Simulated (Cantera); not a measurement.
Feed: 1 mol PbO, 1.2 mol CO, 0.12 mol N2, held at 0.0100 bar.

These are equilibrium values from Cantera (NASA tables, ideal gas, pure condensed phases), not measurements of a reactor. Candidate condensed phases: C, Pb, PbO, PbO2, Pb3O4; 27 gas species. Gases not in the tables: (PbO)n polymers. The numbers say what is thermodynamically allowed, not how fast it happens.

### Question
Which condensed phases are stable at each of these points (T (K)): 948, 1148, 1348, 1548, 1748, 1948, 2148, 2348?

### Answer
```tsv
T (K)	condensed phases	Pb condensed (%)
948	Pb(l)	99.9
1148	Pb(l)	96.2
1348	gas only	0.0
1548	gas only	0.0
1748	gas only	0.0
1948	gas only	0.0
2148	gas only	0.0
2348	gas only	0.0
```

From 948 K to 1148 K the condensed part is Pb(l). From 1348 K to 2348 K nothing is condensed.
